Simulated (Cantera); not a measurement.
Thermodynamics of carbon deposition, reforming and gasification, feed toluene + H2O

Charge: 1 mol toluene, a varied amount of H2O, equilibrated at 575 °C and 0.0140 bar.

These are equilibrium values from Cantera (NASA tables, ideal gas, pure condensed phases), not measurements of a reactor. Candidate condensed phases: C, C6H6, C7H8, C8H18, H2O; 110 gas species. The numbers say what is thermodynamically allowed, not how fast it happens.

From 0.025 mol H2O to 0.23 mol H2O the condensed part is C(graphite). The main C-bearing gas is CH4 at 0.025 mol H2O and CO at 0.23 mol H2O. The share of C in condensed phases is highest at 0.025 mol H2O (99.2 %) and lowest at 0.23 mol H2O (96.5 %).

```json
[
 {"n(H2O) (mol)": "0.025", "log p H2": "-1.86", "log p CO": "-4.10", "log p CH4": "-3.91", "log p H2O": "-5.10", "n C(graphite)": "6.94"},
 {"n(H2O) (mol)": "0.045", "log p H2": "-1.86", "log p CO": "-3.85", "log p CH4": "-3.92", "log p H2O": "-4.85", "n C(graphite)": "6.92"},
 {"n(H2O) (mol)": "0.066", "log p H2": "-1.86", "log p CO": "-3.69", "log p CH4": "-3.92", "log p H2O": "-4.69", "n C(graphite)": "6.91"},
 {"n(H2O) (mol)": "0.086", "log p H2": "-1.87", "log p CO": "-3.58", "log p CH4": "-3.93", "log p H2O": "-4.58", "n C(graphite)": "6.89"},
 {"n(H2O) (mol)": "0.11", "log p H2": "-1.87", "log p CO": "-3.48", "log p CH4": "-3.93", "log p H2O": "-4.48", "n C(graphite)": "6.87"},
 {"n(H2O) (mol)": "0.13", "log p H2": "-1.87", "log p CO": "-3.41", "log p CH4": "-3.94", "log p H2O": "-4.42", "n C(graphite)": "6.85"},
 {"n(H2O) (mol)": "0.15", "log p H2": "-1.87", "log p CO": "-3.36", "log p CH4": "-3.94", "log p H2O": "-4.36", "n C(graphite)": "6.83"},
 {"n(H2O) (mol)": "0.17", "log p H2": "-1.87", "log p CO": "-3.31", "log p CH4": "-3.94", "log p H2O": "-4.31", "n C(graphite)": "6.81"},
 {"n(H2O) (mol)": "0.19", "log p H2": "-1.88", "log p CO": "-3.26", "log p CH4": "-3.95", "log p H2O": "-4.27", "n C(graphite)": "6.79"},
 {"n(H2O) (mol)": "0.21", "log p H2": "-1.88", "log p CO": "-3.22", "log p CH4": "-3.95", "log p H2O": "-4.23", "n C(graphite)": "6.78"},
 {"n(H2O) (mol)": "0.23", "log p H2": "-1.88", "log p CO": "-3.19", "log p CH4": "-3.95", "log p H2O": "-4.20", "n C(graphite)": "6.76"}
]
```
log p: log10 of the partial pressure in bar; n: condensed amount in mol.
